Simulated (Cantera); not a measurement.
Predominance diagram of V at 1250 K against the partial pressures of O2 and N2 (log10, bar). Standard-state values (1 bar) from the NASA 1993 polynomials, evaluated with Cantera. Candidates: V(s), VN(s), VO(s), V2O3(s), V2O4(s), V2O5(l). Only these pure phases compete in this equilibrium. VN, VO: taken at fixed stoichiometry. Not in the tables: V3O5 to V6O13, V2N.

```
log p(N2) \ log p(O2)
        columns: -12, -11.2, -10.4, -9.6, -8.8, -8, -7.2, -6.4, -5.6, -4.8, -4, -3.2, -2.4, -1.6, -0.8, 0
      0  A A A A B B B B B B B B B C C C
     -1  A A A A B B B B B B B B B C C C
     -2  A A A A B B B B B B B B B C C C
     -3  A A A A B B B B B B B B B C C C
     -4  A A A A B B B B B B B B B C C C
     -5  A A A A B B B B B B B B B C C C
     -6  A A A A B B B B B B B B B C C C
     -7  A A A A B B B B B B B B B C C C
     -8  A A A A B B B B B B B B B C C C
     -9  A A A A B B B B B B B B B C C C
    -10  A A A A B B B B B B B B B C C C
    -11  A A A A B B B B B B B B B C C C
    -12  A A A A B B B B B B B B B C C C
    -13  A A A A B B B B B B B B B C C C
    -14  A A A A B B B B B B B B B C C C
```

A: V2O3(s); B: V2O4(s); C: V2O5(l).
